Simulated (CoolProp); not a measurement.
Vapour-liquid equilibrium of cyclohexane (1) + p-xylene (2) at 245 kPa; x and y are mole fractions of (1).

Values from CoolProp's multi-fluid Helmholtz-energy mixture model, Zhou 2014 and Zhou 2012; pair parameters Bell 2016.

```json
[
 {"x": "0.05", "bubble temperature, mixture model (K)": "441.0", "bubble temperature, Raoult's law (K)": "442.2", "y, mixture model": "(withheld)", "y, Raoult's law": "0.163"},
 {"x": "0.2", "bubble temperature, mixture model (K)": "424.8", "bubble temperature, Raoult's law (K)": "427.9", "y, mixture model": "(withheld)", "y, Raoult's law": "0.496"},
 {"x": "0.35", "bubble temperature, mixture model (K)": "(withheld)", "bubble temperature, Raoult's law (K)": "416.6", "y, mixture model": "0.690", "y, Raoult's law": "0.692"},
 {"x": "0.5", "bubble temperature, mixture model (K)": "405.0", "bubble temperature, Raoult's law (K)": "407.5", "y, mixture model": "0.801", "y, Raoult's law": "0.814"},
 {"x": "0.65", "bubble temperature, mixture model (K)": "398.4", "bubble temperature, Raoult's law (K)": "399.9", "y, mixture model": "0.877", "y, Raoult's law": "0.895"},
 {"x": "0.8", "bubble temperature, mixture model (K)": "392.8", "bubble temperature, Raoult's law (K)": "393.5", "y, mixture model": "0.935", "y, Raoult's law": "0.950"},
 {"x": "0.95", "bubble temperature, mixture model (K)": "387.9", "bubble temperature, Raoult's law (K)": "388.1", "y, mixture model": "0.984", "y, Raoult's law": "0.989"}
]
```

Q: Fill in the missing entries.

A: 
- 0.05, y, mixture model: 0.174
- 0.2, y, mixture model: 0.509
- 0.35, bubble temperature, mixture model (K): 413.4

The largest gap from Raoult's law is -3.2 K in bubble temperature, at x = 0.35. No azeotrope shows between x = 0.05 and 0.95.

Pair parameters are fitted to limited data, so mixtures are less certain than the pure fluids.
